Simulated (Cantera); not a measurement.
Mixture: 3.23 % CH4, 3.88 % H2, 19.5 % O2, 73.3 % N2, at 1.78 atm, adiabatic and at constant pressure. Ignition delay is the time to a rise of 400 K.

Detailed kinetics in Cantera: GRI-Mech 3.0 (53 species, 325 reactions).

Q: Predict: delay at 1075 K; delay at 1175 K; delay at 1275 K; delay at 1375 K; delay at 1475 K; delay at 1575 K; apparent activation energy between 1375 and 1575 K.

A: 
| Property | Value |
|---|---|
| delay at 1075 K | 1.40 ms |
| delay at 1175 K | 0.410 ms |
| delay at 1275 K | 0.171 ms |
| delay at 1375 K | 86.9 µs |
| delay at 1475 K | 50.7 µs |
| delay at 1575 K | 32.7 µs |
| apparent activation energy between 1375 and 1575 K | 88 kJ/mol |
